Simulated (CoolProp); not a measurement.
Vapour-liquid equilibrium of R22 (1) + methanol (2) at 55.85 °C; x and y are mole fractions of (1).

The numbers come from the multi-fluid Helmholtz-energy mixture model, Kamei 1995 and de Reuck 1993; pair parameters Bell 2016 in CoolProp.

Problem. Give the bubble pressure and the first vapour's composition at x = 0.35, 0.725, 0.875. Is there an azeotrope?

Solution. x = 0.35: 0.9883 MPa, y = 0.936; x = 0.725: 1.639 MPa, y = 0.972; x = 0.875: 1.912 MPa, y = 0.984. No azeotrope shows between x = 0.05 and 0.95.

The pair parameters rest on a limited set of measurements; away from them the model extrapolates. The gap from Raoult's law changes sign with composition, which may be real or a fault of the pair parameters; it wasn't checked against measurements.
